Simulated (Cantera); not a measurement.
## Premixed flame

A freely propagating, adiabatic, planar premixed flame of CH₄ : CO : O₂ : N₂ = 1 : 0.054 : 1.56 : 4.37 (molar parts), unburnt at 698 K and 3600 Torr; mixture-averaged transport, grid criteria slope 0.08 and curve 0.16, no radiation.

Cantera simulation using GRI-Mech 3.0 (53 species, 325 reactions); the numbers are that mechanism's predictions, not measurements. Burning velocities carry a grid error of a few per cent, more on coarse grids.

```json
[
 {"z (mm)": "-0.218", "T (K)": "698", "u (m/s)": "1.42", "x CH₄": "0.143", "x CO": "0.00772", "x O₂": "0.223", "x H₂O₂": "2.88e-8", "x HO₂": "1.87e-7", "x H₂O": "9.78e-5"},
 {"z (mm)": "-0.145", "T (K)": "702", "u (m/s)": "1.44", "x CH₄": "0.142", "x CO": "0.00776", "x O₂": "0.222", "x H₂O₂": "3.22e-7", "x HO₂": "2.07e-6", "x H₂O": "0.000818"},
 {"z (mm)": "-0.109", "T (K)": "716", "u (m/s)": "1.47", "x CH₄": "0.140", "x CO": "0.00808", "x O₂": "0.219", "x H₂O₂": "1.61e-6", "x HO₂": "1.04e-5", "x H₂O": "0.00326"},
 {"z (mm)": "-0.0727", "T (K)": "808", "u (m/s)": "1.68", "x CH₄": "0.131", "x CO": "0.0108", "x O₂": "0.211", "x H₂O₂": "1.03e-5", "x HO₂": "6.81e-5", "x H₂O": "0.0163"},
 {"z (mm)": "-0.0363", "T (K)": "1281", "u (m/s)": "2.73", "x CH₄": "0.0904", "x CO": "0.0306", "x O₂": "0.164", "x H₂O₂": "3.29e-5", "x HO₂": "0.000220", "x H₂O": "0.0739"},
 {"z (mm)": "-0.0182", "T (K)": "1729", "u (m/s)": "3.75", "x CH₄": "0.0505", "x CO": "0.0556", "x O₂": "0.112", "x H₂O₂": "1.25e-5", "x HO₂": "0.000250", "x H₂O": "0.127"},
 {"z (mm)": "0", "T (K)": "2139", "u (m/s)": "4.70", "x CH₄": "0.0148", "x CO": "0.0828", "x O₂": "0.0559", "x H₂O₂": "5.89e-6", "x HO₂": "0.000105", "x H₂O": "0.177"},
 {"z (mm)": "0.0182", "T (K)": "2351", "u (m/s)": "5.18", "x CH₄": "0.00211", "x CO": "0.0934", "x O₂": "0.0218", "x H₂O₂": "1.48e-6", "x HO₂": "2.30e-5", "x H₂O": "0.202"},
 {"z (mm)": "0.0363", "T (K)": "2421", "u (m/s)": "5.32", "x CH₄": "0.000219", "x CO": "0.0907", "x O₂": "0.00869", "x H₂O₂": "5.40e-7", "x HO₂": "7.27e-6", "x H₂O": "0.210"},
 {"z (mm)": "0.0727", "T (K)": "2465", "u (m/s)": "5.40", "x CH₄": "2.86e-6", "x CO": "0.0839", "x O₂": "0.00284", "x H₂O₂": "2.98e-7", "x HO₂": "2.96e-6", "x H₂O": "0.212"},
 {"z (mm)": "0.145", "T (K)": "2506", "u (m/s)": "5.47", "x CH₄": "<1e-8", "x CO": "0.0812", "x O₂": "0.00152", "x H₂O₂": "2.16e-7", "x HO₂": "1.71e-6", "x H₂O": "0.214"},
 {"z (mm)": "0.291", "T (K)": "2545", "u (m/s)": "5.54", "x CH₄": "<1e-8", "x CO": "0.0809", "x O₂": "0.000893", "x H₂O₂": "1.50e-7", "x HO₂": "9.33e-7", "x H₂O": "0.217"},
 {"z (mm)": "0.581", "T (K)": "2572", "u (m/s)": "5.59", "x CH₄": "<1e-8", "x CO": "0.0809", "x O₂": "0.000524", "x H₂O₂": "1.02e-7", "x HO₂": "5.01e-7", "x H₂O": "0.219"}
]
```
x: mole fraction of selected species; z is measured from the peak of heat release.

```yaml
laminar_burning_velocity: 142 cm/s
thermal_thickness: 0.0727 mm
peak x(H₂O₂): 3.32e-5
peak x(HO₂): 0.000259
grid_points: 148
```
